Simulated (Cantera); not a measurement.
Input (Python, Cantera) and output of one run.

```python
import numpy as np
import cantera as ct

gas_names = """
    F F2 FS2F,fluorodisu N NF NF2 NF3 N2 S SF SF2 SF3 SF4 SF5 SF6 SN S2 S2F2,thiothiony S8 Si SiF SiF2
    SiF3 SiF4 SiN SiS Si2 Si2N Si3
""".split()
cond_names = """
    S(cr1) S(cr2) S(L) Si(cr) Si(L) Si3N4(a)
""".split()


# ... load() reads the species with a 1 bar reference pressure and builds the phases ...
atoms = {
    'Si': {'Si': 1},
    'SF6': {'S': 1, 'F': 6},
    'N2': {'N': 2},
}
top_T = {'Si3N4(a)': 2400}  # K; cautious upper limits of use, not melting points


# ... equilibrate(T, P, feed) seeds the gas with the atoms and calls Mixture.equilibrate('TP', solver="vcs", rtol=1e-11, max_steps=5000) ...
results = []
feed = {'Si': 1, 'SF6': 4.5, 'N2': 0.12}  # mol
P = 1500  # Pa
for T in [750, 800, 850, 900, 950, 1000, 1050, 1100, 1150, 1200, 1250, 1300, 1350]:
    mix = equilibrate(T, P, feed)
    results.append((T, P, feed, dict(zip(mix.species_names, mix.species_moles))))
    x = sorted(zip(gas.X, gas.species_names), reverse=True)
    print(f"T = {T:g} K  P = {P:g} Pa  gas = {mix.phase_moles(0):.4g} mol")
    print("   x: " + "  ".join(f"{s} {v:.3e}" for v, s in x if v > 0.001))
    print("   condensed (mol): " + ("  ".join(f"{mix.phase(i).name} {mix.phase_moles(i):.4g}"
          for i in range(1, mix.n_phases) if mix.phase_moles(i) > 1e-12) or "none"))
```

It prints:

```
T = 750 K  P = 1500 Pa  gas = 5.618 mol
   x: SF6 4.464e-01  SF4 3.535e-01  SiF4 1.780e-01  N2 2.136e-02
   condensed (mol): none
T = 800 K  P = 1500 Pa  gas = 5.62 mol
   x: SF6 4.452e-01  SF4 3.550e-01  SiF4 1.779e-01  N2 2.135e-02
   condensed (mol): none
T = 850 K  P = 1500 Pa  gas = 5.62 mol
   x: SF6 4.452e-01  SF4 3.550e-01  SiF4 1.779e-01  N2 2.135e-02
   condensed (mol): none
T = 900 K  P = 1500 Pa  gas = 5.62 mol
   x: SF6 4.452e-01  SF4 3.549e-01  SiF4 1.779e-01  N2 2.135e-02
   condensed (mol): none
T = 950 K  P = 1500 Pa  gas = 5.62 mol
   x: SF6 4.453e-01  SF4 3.547e-01  SiF4 1.779e-01  N2 2.135e-02
   condensed (mol): none
T = 1000 K  P = 1500 Pa  gas = 5.62 mol
   x: SF6 4.453e-01  SF4 3.545e-01  SiF4 1.779e-01  N2 2.135e-02
   condensed (mol): none
T = 1050 K  P = 1500 Pa  gas = 5.62 mol
   x: SF6 4.454e-01  SF4 3.542e-01  SiF4 1.779e-01  N2 2.135e-02
   condensed (mol): none
T = 1100 K  P = 1500 Pa  gas = 5.62 mol
   x: SF6 4.453e-01  SF4 3.540e-01  SiF4 1.779e-01  N2 2.135e-02  SF3 1.017e-03
   condensed (mol): none
T = 1150 K  P = 1500 Pa  gas = 5.622 mol
   x: SF6 4.451e-01  SF4 3.538e-01  SiF4 1.779e-01  N2 2.134e-02  SF3 1.173e-03
   condensed (mol): none
T = 1200 K  P = 1500 Pa  gas = 5.628 mol
   x: SF6 4.442e-01  SF4 3.536e-01  SiF4 1.777e-01  N2 2.132e-02  F 1.421e-03  SF3 1.338e-03
   condensed (mol): none
T = 1250 K  P = 1500 Pa  gas = 5.648 mol
   x: SF6 4.409e-01  SF4 3.538e-01  SiF4 1.771e-01  N2 2.125e-02  F 4.899e-03  SF3 1.515e-03
   condensed (mol): none
T = 1300 K  P = 1500 Pa  gas = 5.707 mol
   x: SF6 4.312e-01  SF4 3.549e-01  SiF4 1.752e-01  N2 2.103e-02  F 1.521e-02  SF3 1.720e-03
   condensed (mol): none
T = 1350 K  P = 1500 Pa  gas = 5.869 mol
   x: SF6 4.055e-01  SF4 3.582e-01  SiF4 1.704e-01  F 4.240e-02  N2 2.045e-02  SF3 1.994e-03
   condensed (mol): none
```

These are equilibrium values from Cantera (NASA tables, ideal gas, pure condensed phases), not measurements of a reactor. The tables' values for SF3, SF5, S2F2 (SSF2) are old estimates; treat these amounts as uncertain.
